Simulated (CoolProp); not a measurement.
The numbers come from the reference Helmholtz-energy equation of state, Setzmann 1991 in CoolProp.

Task: Give the vapour pressure (MPa), vapour density (kg/m³), enthalpy of vaporisation (kJ/kg) of saturated methane at -154.95, -142.25, -135.95 °C.

Result: 
```json
[
 {"T (°C)": "-154.95", "p (MPa)": "0.168", "vapour density (kg/m³)": "2.89", "enthalpy of vaporisation (kJ/kg)": "498"},
 {"T (°C)": "-142.25", "p (MPa)": "0.388", "vapour density (kg/m³)": "6.29", "enthalpy of vaporisation (kJ/kg)": "470"},
 {"T (°C)": "-135.95", "p (MPa)": "0.553", "vapour density (kg/m³)": "8.81", "enthalpy of vaporisation (kJ/kg)": "453"}
]
```
